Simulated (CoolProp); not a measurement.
Properties of methanol along the isotherm 346.85 °C.

Values from CoolProp's reference Helmholtz-energy equation of state, de Reuck 1993.

| p (kPa) | phase | Joule-Thomson coefficient (K/MPa) | isothermal compressibility (1/MPa) | fugacity coefficient |
|---|---|---|---|---|
| 1030 | gas | 3.632 | 0.9921 | 0.9795 |
| 2050 | gas | 3.830 | ___ | 0.9591 |
| 3080 | gas | 3.990 | ___ | 0.9387 |
| 4110 | gas | 4.104 | 0.2674 | 0.9184 |
| 5130 | gas | ___ | 0.2194 | 0.8986 |
| 6160 | gas | 4.201 | 0.1870 | 0.8790 |
| 7190 | gas | 4.216 | 0.1639 | 0.8598 |
| 8220 | supercritical | 4.236 | 0.1469 | 0.8411 |
| 9240 | supercritical | ___ | ___ | 0.8230 |
| 10300 | supercritical | ___ | 0.1239 | 0.8047 |
| 11300 | supercritical | ___ | ___ | 0.7878 |
| 12300 | supercritical | 4.144 | 0.1073 | 0.7713 |

Complete the blanks.


- 2050, isothermal compressibility (1/MPa): 0.5102
- 3080, isothermal compressibility (1/MPa): 0.3481
- 5130, Joule-Thomson coefficient (K/MPa): 4.170
- 9240, Joule-Thomson coefficient (K/MPa): 4.269
- 9240, isothermal compressibility (1/MPa): 0.1342
- 10300, Joule-Thomson coefficient (K/MPa): 4.291
- 11300, Joule-Thomson coefficient (K/MPa): 4.255
- 11300, isothermal compressibility (1/MPa): 0.1154
